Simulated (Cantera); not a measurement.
Cantera run, input and output.

```python
import numpy as np
import cantera as ct

gas = ct.Solution("gri30.yaml")
gas.TPX = 975, 2666, {'H2': 0.088, 'O2': 1}
reactor = ct.IdealGasConstPressureReactor(gas, energy="off", clone=False)
net = ct.ReactorNet([reactor])
net.rtol, net.atol = 1e-08, 1e-18
show = ['H2', 'O2', 'HO2', 'H2O', 'O', 'OH']
times = np.geomspace(0.0006, 200, 15)

steps = ct.SolutionArray(gas, extra=["t"])
rows = []
print(f"{'t/s':>10s}{'T/K':>9s}{'P/Pa':>11s}" + "".join(f"{s:>11s}" for s in show))
for t in times:
    while net.time < t:
        t_next = net.step()
        steps.append(gas.state, t=t_next)
    rows.append([np.interp(t, steps.t, y) for y in (steps.T, steps.P, *steps(*show).X.T)])
    print(f"{t:10.3e}{rows[-1][0]:9.1f}{rows[-1][1]:11.4g}" + "".join(f"{x:11.3e}" for x in rows[-1][2:]))
rate = np.gradient(steps.T, steps.t)
print("integrator steps:", len(steps.t))
if steps.T.max() > steps.T[0] + 200:
    print(f"time of steepest temperature rise: {steps.t[rate.argmax()]:.4e} s")
gas.TPX = 975, 2666, {'H2': 0.088, 'O2': 1}
gas.equilibrate("TP")
print(f"equilibrium (TP): T = {gas.T:.1f} K  " + "  ".join(f"{s} {gas[s].X[0]:.3e}" for s in show))
```

Output:

```
       t/s      T/K       P/Pa         H2         O2        HO2        H2O          O         OH
 6.000e-04    975.0       2666  8.088e-02  9.191e-01  5.930e-10  5.152e-09  2.752e-09  1.167e-09
 1.488e-03    975.0       2666  8.088e-02  9.191e-01  6.595e-08  2.110e-06  1.047e-06  4.407e-07
 3.691e-03    975.0       2666  1.611e-02  8.910e-01  1.981e-05  5.346e-02  1.542e-02  3.659e-03
 9.154e-03    975.0       2666  8.626e-04  9.112e-01  1.515e-05  8.213e-02  3.764e-03  9.017e-04
 2.270e-02    975.0       2666  1.252e-04  9.151e-01  5.990e-06  8.398e-02  5.190e-04  2.551e-04
 5.631e-02    975.0       2666  2.193e-05  9.156e-01  1.881e-06  8.421e-02  8.183e-05  9.842e-05
 1.397e-01    975.0       2666  3.792e-06  9.157e-01  5.087e-07  8.426e-02  1.529e-05  4.337e-05
 3.464e-01    975.0       2666  5.961e-07  9.157e-01  1.366e-07  8.428e-02  3.466e-06  2.091e-05
 8.592e-01    975.0       2666  9.420e-08  9.157e-01  4.017e-08  8.429e-02  9.411e-07  1.091e-05
 2.131e+00    975.0       2666  2.011e-08  9.157e-01  1.317e-08  8.429e-02  2.942e-07  6.086e-06
 5.285e+00    975.0       2666  5.891e-09  9.157e-01  4.705e-09  8.429e-02  1.011e-07  3.557e-06
 1.311e+01    975.0       2666  1.988e-09  9.157e-01  1.808e-09  8.429e-02  3.677e-08  2.141e-06
 3.251e+01    975.0       2666  7.183e-10  9.157e-01  7.843e-10  8.429e-02  1.387e-08  1.313e-06
 8.064e+01    975.0       2666  2.708e-10  9.157e-01  4.521e-10  8.429e-02  5.361e-09  8.156e-07
 2.000e+02    975.0       2666  1.060e-10  9.157e-01  4.082e-10  8.429e-02  2.127e-09  5.134e-07
integrator steps: 1824
equilibrium (TP): T = 975.0 K  H2 2.210e-11  O2 9.157e-01  HO2 6.917e-10  H2O 8.429e-02  O 4.256e-10  OH 2.294e-07
```

Cantera simulation using GRI-Mech 3.0 (53 species, 325 reactions); the numbers are that mechanism's predictions, not measurements. Radical loss at walls, strong at low pressure, is not modelled. The temperature is held fixed by assumption; the heat of reaction is taken as removed at once.
